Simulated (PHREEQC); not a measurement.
2.1 g of hydrous ferric oxide (600 m²/g; 0.2 weak and 0.005 strong sites per Fe, Dzombak-Morel constants, diffuse double layer) in 1 kg of water with 0.3 mol/kgw of an inert sodium salt and 1.6e-05 mol CuSO4, at 25 °C; the pH is set by adding NaOH or the inert anion's acid. O2 is buffered at 0.21 atm. CO2 from the air is kept out. Precipitation was switched off in this run.

The series has 17 steps of pH, from 3 to 11.

Computed with PHREEQC (ion-association model, wateq4f.dat).

### Question
Near which pH is half of the S sorbed, and on which side is more sorbed?

### Answer
Near pH 6.4, with more sorbed at lower pH.

### Question
Near which pH is half of the Cu sorbed, and on which side is more sorbed?

### Answer
Near pH 4.4, with more sorbed at higher pH.

Species that the database lacks are ignored. The database's constant for dissolved Cu(OH)2 is higher than later reviews accept. The oxide is taken as insoluble; below pH 4 it would dissolve.
